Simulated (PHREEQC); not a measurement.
A PHREEQC speciation (ion-association model, wateq4f.dat) at 25 °C gives pH 2.93 and these molalities:

```tsv
species	mol/kgw
SO4-2	0.0900
Cu+2	0.0867
CuSO4	0.0805
Cl-	0.0464
FeSO4+	0.0244
Ni+2	0.0124
NiSO4	0.0121
Fe(SO4)2-	0.00975
HSO4-	0.00329
CuCl+	0.00278
FeOH+2	0.00191
H+	0.00153
Fe+3	0.000842
Fe2(OH)2+4	0.000747
NiCl+	0.000369
FeCl+2	0.000320
Fe3(OH)4+5	0.000315
FeHSO4+2	0.000185
Fe(OH)2+	0.000172
Ni(SO4)2-2	4.91e-5
CuCl2	2.69e-5
NiCl2	2.68e-5
```

Problem. What are the element totals, and what could have been dissolved in 1 kg of water to give them?

Solution. Several could match; the one computed here: totals Cl 0.0500, Cu(2) 0.170, Fe(3) 0.0400, Ni 0.0250, S(6) 0.230 mol/kgw, from 0.025 mol/kgw NiCl2, 0.17 mol/kgw CuSO4 and 0.02 mol/kgw Fe2(SO4)3.

Precipitation was switched off in this run. The solution is supersaturated, for example in Hematite (slow to form), Goethite (slow to form), so a real one may precipitate; this is no full list. Complexes and solids missing from the database can't appear.
